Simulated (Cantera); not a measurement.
A diamond (100) surface in a fixed gas of H2 with x(CH4) = 0.015, x(H) = 0.0065, at 1075 K, 0.0543 atm; coverages are run to steady state.

Model: the Harris–Goodwin 1993 mechanism for the reconstructed diamond (100) surface, integrated in Cantera.

One state of this run: growth (µm/h) = 7.80; θ c6HH = 0.523; θ c6H* = 0.0250; θ c6*H = 0.418; θ c6** = 0.0153; θ c6HM = 0.0121. θ: site fractions in the mechanism's names (c6HH fully hydrogenated, c6H* and c6*H radical sites, c6** diradical, c6HM methylated).

**Question.** Which value of x(CH3) does it belong to?
(A) 0.00023
(B) 1.5e-05
(C) 3.7e-05
(D) 1e-06

**Answer.** A, 0.00023
